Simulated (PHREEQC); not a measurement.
## Nickel, zinc or cadmium bath

Dissolve 0.0086 mol ZnCl2, 0.00031 mol H3BO3 and 0.00034 mol HCl per kg of water at 25 °C. Closed to the air; pH follows from the charge balance.

The numbers come from PHREEQC with the ion-association model, phreeqc.dat.

Each row changes one thing in this solution. This is a speciation only: nothing precipitates in the calculation.

| case | pH | ZnCl+ (mol/kgw) | ZnOH+ (mol/kgw) | ZnOHCl (mol/kgw) | SI of Zn(OH)2(e) (Zn(OH)2) |
|---|---|---|---|---|---|
| as made | 3.52 | 0.000215 | 1.97e-8 | 7.52e-9 | -6.79 |
| diluted 5-fold with water | 4.20 | 1.19e-5 | 2.35e-8 | (withheld) | -6.00 |
| ZnCl2 from 0.0086 to 0.00946 mol/kgw | 3.53 | 0.000253 | 2.14e-8 | 8.83e-9 | -6.75 |
| diluted 100-fold with water | 5.47 | 3.77e-8 | (withheld) | 1.35e-10 | -4.65 |
| H3BO3 from 0.00031 to 6.2e-05 mol/kgw | 3.52 | 0.000215 | 1.97e-8 | 7.52e-9 | -6.79 |
| H3BO3 left out | 3.52 | 0.000215 | 1.97e-8 | 7.52e-9 | -6.79 |
| temperature from 25 to 30 °C | 3.52 | 0.000264 | 2.84e-8 | 7.42e-9 | -6.79 |
| H3BO3 from 0.00031 to 3.1e-05 mol/kgw | 3.52 | 0.000215 | 1.97e-8 | 7.52e-9 | -6.79 |

**Question.** What belongs in the gaps?

**Answer.** 
- diluted 5-fold with water, ZnOHCl (mol/kgw): 2.13e-9
- diluted 100-fold with water, ZnOH+ (mol/kgw): 2.65e-8

Complexes and solids missing from the database can't appear.
